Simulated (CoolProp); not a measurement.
Vapour-liquid equilibrium of R134a (1) + R1234yf (2) at 318.7 K; x and y are mole fractions of (1).

Model: multi-fluid Helmholtz-energy mixture model, Tillner-Roth 1994 and Lemmon 2022; pair parameters Bell 2022, in CoolProp.

```
x     bubble pressure (MPa)  y at the bubble point  dew pressure at overall composition x (MPa)  liquid density (mol/L)
----  ---------------------  ---------------------  -------------------------------------------  ----------------------
0.05                  1.181                  0.056                                        1.180                   8.932
0.2                   1.207                  0.213                                        1.205                   9.177
0.35                  1.222                  0.360                                        1.222                   9.450
0.5                   1.228                  0.501                                        1.228                   9.752
0.65                  1.225                  0.642                                        1.224                   10.09
0.8                   1.211                  0.788                                        1.210                   10.45
0.95                  1.187                  0.944                                        1.186                   10.86
```

y crosses x between x = 0.5 and 0.65: the model has an azeotrope there.

Pair parameters are fitted to limited data, so mixtures are less certain than the pure fluids.
